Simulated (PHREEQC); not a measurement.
Consider water at 50 °C with 0.0073 mol/kgw Ba(NO3)2, 0.00032 mol/kgw PbCl2 and 0.13 mol/kgw Sr(NO3)2. Closed to the air; pH follows from the charge balance.

Equilibrium calculation in PHREEQC: ion-association model, wateq4f.dat.

Precipitation was switched off in this run.

Task: Predict the pH.

Result: pH 6.00.

Task: In which forms is Pb present?

Result: Pb+2 51 %, PbNO3+ 48 %, PbCl+ 0.6 % of the Pb.

The solution is supersaturated, for example in Pb(OH)2, so a real one may precipitate; this is no full list. Away from 25 °C the constants follow the database's enthalpies or fits; those with neither stay at their 25 °C values.
